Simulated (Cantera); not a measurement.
A closed system holds: 1 mol Si, 0.86 mol Br2, 47 mol N2, at 100 Torr.

These are equilibrium values from Cantera (NASA tables, ideal gas, pure condensed phases), not measurements of a reactor. Candidate condensed phases: Br2, Si, Si3N4; 13 gas species. N2 is the only nitrogen source here; it is nearly inert below about 1500 K, so the nitride shown seldom forms there in practice. The tables' values for SiBr3 are old estimates; treat these amounts as uncertain. The numbers say what is thermodynamically allowed, not how fast it happens.

x: gas mole fraction; n: condensed amount in mol.

```json
[
 {"T (°C)": "477", "x N2": "0.991", "x SiBr2": "3.62e-12", "x SiBr4": "0.00914", "x Br": "?", "n Si3N4(s)": "0.190"},
 {"T (°C)": "552", "x N2": "0.991", "x SiBr2": "2.04e-10", "x SiBr4": "0.00914", "x Br": "?", "n Si3N4(s)": "0.190"},
 {"T (°C)": "627", "x N2": "0.991", "x SiBr2": "5.83e-9", "x SiBr4": "0.00914", "x Br": "?", "n Si3N4(s)": "0.190"},
 {"T (°C)": "702", "x N2": "0.991", "x SiBr2": "9.85e-8", "x SiBr4": "0.00914", "x Br": "?", "n Si3N4(s)": "0.190"},
 {"T (°C)": "777", "x N2": "0.991", "x SiBr2": "1.10e-6", "x SiBr4": "0.00913", "x Br": "?", "n Si3N4(s)": "0.190"},
 {"T (°C)": "852", "x N2": "0.991", "x SiBr2": "8.89e-6", "x SiBr4": "0.00909", "x Br": "?", "n Si3N4(s)": "0.190"},
 {"T (°C)": "927", "x N2": "0.991", "x SiBr2": "5.46e-5", "x SiBr4": "0.00899", "x Br": "?", "n Si3N4(s)": "0.190"},
 {"T (°C)": "1002", "x N2": "0.990", "x SiBr2": "0.000266", "x SiBr4": "0.00870", "x Br": "?", "n Si3N4(s)": "0.189"},
 {"T (°C)": "1077", "x N2": "0.989", "x SiBr2": "0.00105", "x SiBr4": "0.00792", "x Br": "?", "n Si3N4(s)": "0.184"},
 {"T (°C)": "1152", "x N2": "0.987", "x SiBr2": "0.00329", "x SiBr4": "0.00619", "x Br": "?", "n Si3N4(s)": "0.170"},
 {"T (°C)": "1227", "x N2": "0.984", "x SiBr2": "0.00760", "x SiBr4": "0.00342", "x Br": "?", "n Si3N4(s)": "0.140"},
 {"T (°C)": "1302", "x N2": "0.981", "x SiBr2": "0.0119", "x SiBr4": "0.00108", "x Br": "?", "n Si3N4(s)": "0.113"},
 {"T (°C)": "1377", "x N2": "0.979", "x SiBr2": "0.0137", "x SiBr4": "0.000228", "x Br": "?", "n Si3N4(s)": "0.102"}
]
```

Fill in the missing entries.


- 477, x Br: 2.04e-8
- 552, x Br: 1.92e-7
- 627, x Br: 1.24e-6
- 702, x Br: 6.07e-6
- 777, x Br: 2.36e-5
- 852, x Br: 7.67e-5
- 927, x Br: 0.000215
- 1002, x Br: 0.000531
- 1077, x Br: 0.00117
- 1152, x Br: 0.00228
- 1227, x Br: 0.00379
- 1302, x Br: 0.00516
- 1377, x Br: 0.00602
